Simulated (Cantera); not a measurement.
An isothermal, constant-pressure homogeneous reactor starts with 1.86 % H2, 98.1 % O2, at 1275 K and 2.85 Torr.

Detailed kinetics in Cantera: the H2/O2 subset of GRI-Mech 3.0, which has no nitrogen chemistry. Radical loss at walls, strong at low pressure, is not modelled.

x: mole fraction; the columns are a selection and need not sum to one.

| t (s) | x H2 | x O2 | x O | x H2O2 | x OH |
|---|---|---|---|---|---|
| 0.000100 | 0.0186 | 0.981 | 6.31e-10 | <1e-12 | 6.14e-10 |
| 0.000278 | 0.0186 | 0.981 | 3.41e-9 | <1e-12 | 3.17e-9 |
| 0.000774 | 0.0186 | 0.981 | 1.72e-8 | 4.30e-12 | 1.45e-8 |
| 0.00215 | 0.0186 | 0.981 | ? | 3.25e-11 | ? |
| 0.00600 | 0.0186 | 0.981 | 1.33e-5 | 2.37e-10 | 9.92e-6 |
| 0.0167 | 0.000795 | 0.965 | 0.0139 | 1.79e-8 | 0.00268 |
| 0.0464 | 0.000135 | 0.964 | 0.0154 | 8.56e-9 | 0.00177 |
| 0.129 | 0.000129 | 0.965 | 0.0146 | 8.53e-9 | 0.00173 |
| 0.360 | 0.000114 | 0.967 | 0.0128 | 8.41e-9 | 0.00163 |
| 1.00 | 8.25e-5 | 0.971 | 0.00913 | 8.01e-9 | 0.00139 |
| 2.78 | 4.03e-5 | 0.976 | 0.00436 | 6.80e-9 | 0.000971 |
| 7.75 | 1.16e-5 | 0.980 | 0.00123 | 4.41e-9 | 0.000521 |
| 21.6 | 2.28e-6 | 0.981 | 0.000241 | 1.96e-9 | 0.000232 |
| 60.0 | ? | 0.981 | ? | 6.40e-10 | ? |

Q: Complete the blanks.

A: 
- 0.00215, x O: 1.47e-7
- 0.00215, x OH: 1.12e-7
- 60.0, x H2: 4.16e-7
- 60.0, x O: 4.39e-5
- 60.0, x OH: 9.91e-5
